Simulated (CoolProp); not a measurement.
Vapour-liquid equilibrium of CH2F2 (R32) (1) + R236EA (2) at 295.7 K; x and y are mole fractions of (1).

Model: multi-fluid Helmholtz-energy mixture model, Tillner-Roth 1997 and Rui 2013; pair parameters Bell 2016, in CoolProp.

Problem. Give the bubble pressure and the first vapour's composition at x = 0.05, 0.2, 0.8. Is there an azeotrope?

Solution. x = 0.05: 0.2410 MPa, y = 0.240; x = 0.2: 0.4091 MPa, y = 0.600; x = 0.8: 1.241 MPa, y = 0.957. No azeotrope shows between x = 0.05 and 0.95.

The pair parameters rest on a limited set of measurements; away from them the model extrapolates.
